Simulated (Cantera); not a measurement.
An isothermal, constant-pressure homogeneous reactor starts with N₂O : N₂ = 1 : 0.0096 (molar parts), at 1173 K and 135 Torr.

Model: GRI-Mech 3.0 (53 species, 325 reactions), integrated in Cantera. GRI-Mech 3.0 was tuned for natural gas; its chemistry of N2O as a main component is partial and can be far from experiment. The mechanism lacks the step 2 NO + O2 → 2 NO2, which can matter for NO2 below about 1400 K. The temperature is held fixed by assumption; the heat of reaction is taken as removed at once.

**Question.** Predict: x(N₂O) at 5.00 s; x(O₂) at 5.00 s; x(NO) at 5.00 s; x(NO₂) at 5.00 s; x(N₂) at 5.00 s; x(O) at 5.00 s.

**Answer.** 
| Quantity | Value |
|---|---|
| x(N₂O) at 5.00 s | 0.631 (gas-phase equilibrium 5.13e-9) |
| x(O₂) at 5.00 s | 0.109 (gas-phase equilibrium 0.331) |
| x(NO) at 5.00 s | 0.0224 (gas-phase equilibrium 0.000184) |
| x(NO₂) at 5.00 s | 4.78e-5 (gas-phase equilibrium 1.89e-6) |
| x(N₂) at 5.00 s | 0.237 (gas-phase equilibrium 0.669) |
| x(O) at 5.00 s | 1.13e-6 (gas-phase equilibrium 1.91e-8) |
